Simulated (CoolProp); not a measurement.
A single-stage vapour-compression cycle with carbonyl sulfide: evaporating at 212.15 K (dew point), condensing at 250.15 K (bubble point), superheat 5 K, subcooling 5 K, compressor efficiency 0.85, no pressure losses. Each further row changes one setting.

Model: reference Helmholtz-energy equation of state, Lemmon 2006, in CoolProp. It is a short technical equation, of lower accuracy than the large ones.

| case | cooling COP | pressure ratio | discharge temperature (K) | refrigerating effect (kJ/kg) | volumetric capacity (kJ/m³) |
|---|---|---|---|---|---|
| as stated | 4.11 | 5.15 | 322.6 | 280 | 565 |
| evaporating temperature 217.15 K | ___ | 4.00 | 311.1 | ___ | ___ |
| condensing temperature 245.15 K | ___ | ___ | ___ | 286 | 577 |
| subcooling 10 K | 4.20 | 5.15 | 322.6 | 286 | 577 |
| superheat 15 K | 4.02 | 5.15 | ___ | 286 | 551 |
| compressor efficiency 0.75 | 3.63 | 5.15 | 334.8 | 280 | 565 |

Complete the blanks.


- evaporating temperature 217.15 K, cooling COP: 4.96
- evaporating temperature 217.15 K, refrigerating effect (kJ/kg): 283
- evaporating temperature 217.15 K, volumetric capacity (kJ/m³): 720
- condensing temperature 245.15 K, cooling COP: 4.83
- condensing temperature 245.15 K, pressure ratio: 4.29
- condensing temperature 245.15 K, discharge temperature (K): 309.6
- superheat 15 K, discharge temperature (K): 335.4
